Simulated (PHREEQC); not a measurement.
Dissolve 0.12 mol/kgw NaHCO3 and 0.074 mol/kgw Na2SO4 at 25 °C. Closed to the air; pH follows from the charge balance.

Model: ion-association model, wateq4f.dat, run in PHREEQC.

Precipitation was switched off in this run.

**Question.** Predict the pH.

**Answer.** pH 7.87.

**Question.** In which forms is S present?

**Answer.** SO4-2 77 %, NaSO4- 23 % of the S.
